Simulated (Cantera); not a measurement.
## Thermodynamics of iron carbonyl, mercury and lead vapours, feed PbO + H₂

Charge: 1 mol PbO, 0.099 mol H₂, at 23.0 Pa.

Cantera equilibrium calculation (NASA polynomials, part measured and part estimated; ideal gas, pure solids and liquids). Candidate condensed phases: H₂O, Pb, PbO, PbO₂, Pb₃O₄; 12 gas species. Mutual solubility and eutectic melting of coexisting phases are not modelled. Gases not in the tables: (PbO)n polymers. The numbers say what is thermodynamically allowed, not how fast it happens.

```tsv
T (K)	x H₂O	x PbO	x Pb	x O₂	n Pb(s)	n PbO(red)	n Pb(l)	n PbO(yellow)	n PbO(l)
598	1.000	<1e-12	1.97e-8	<1e-12	0.0990	0.901	0	0	0
673	1.000	1.03e-10	1.33e-6	<1e-12	0	0.901	0.0990	0	0
748	1.000	1.61e-8	3.80e-5	<1e-12	0	0.901	0.0990	0	0
823	0.999	9.88e-7	0.000584	<1e-12	0	0	0.0989	0.901	0
898	0.994	2.99e-5	0.00563	3.92e-12	0	0	0.0984	0.901	0
973	0.961	0.000526	0.0380	3.57e-10	0	0	0.0951	0.901	0
1048	0.799	0.00606	0.194	1.68e-8	0	0	0.0749	0.900	0
1123	0.475	0.0498	0.475	1.31e-6	0	0	0	0.891	0
1198	0.357	0.285	0.358	0.000409	0	0	0	0	0.822
1273	0.0860	0.694	0.176	0.0448	0	0	0	0	0
1348	0.0833	0.610	0.232	0.0745	0	0	0	0	0
1423	0.0802	0.516	0.296	0.108	0	0	0	0	0
1498	0.0770	0.421	0.360	0.141	0	0	0	0	0
1573	0.0740	0.333	0.420	0.172	0	0	0	0	0
```
x: gas mole fraction; n: condensed amount in mol.

At 598 K the condensed part is Pb(s) + PbO(red). From 673 K to 748 K the condensed part is Pb(l) + PbO(red). From 823 K to 1048 K the condensed part is Pb(l) + PbO(yellow). At 1123 K the condensed part is PbO(yellow). At 1198 K the condensed part is PbO(l). From 1273 K to 1573 K nothing is condensed.
